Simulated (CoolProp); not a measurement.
Vapour-liquid equilibrium of benzene (1) + n-nonane (2) at 0.898 MPa; x and y are mole fractions of (1).

The numbers come from the multi-fluid Helmholtz-energy mixture model, Thol 2012 and Lemmon 2006; pair parameters Bell 2016 in CoolProp.

```tsv
x	bubble temperature (°C)	y at the bubble point	dew temperature at overall composition x (°C)	liquid density (mol/L)
0.05	249.4	[?]	254.6	3.982
0.15	234.7	0.356	248.4	4.340
0.25	[?]	0.521	242.0	4.706
0.35	212.2	0.640	235.2	5.089
0.45	203.7	0.729	227.9	[?]
0.55	196.5	0.798	220.0	5.953
0.65	190.2	0.855	[?]	6.461
0.75	[?]	0.903	201.6	7.041
0.85	179.5	0.945	190.8	7.712
0.95	174.7	[?]	178.8	[?]
```

Task: What belongs in the gaps?

Result: 
- 0.05, y at the bubble point: 0.133
- 0.25, bubble temperature (°C): 222.4
- 0.45, liquid density (mol/L): 5.500
- 0.65, dew temperature at overall composition x (°C): 211.3
- 0.75, bubble temperature (°C): 184.6
- 0.95, y at the bubble point: 0.982
- 0.95, liquid density (mol/L): 8.500

No azeotrope shows between x = 0.05 and 0.95.

The pair parameters rest on a limited set of measurements; away from them the model extrapolates.
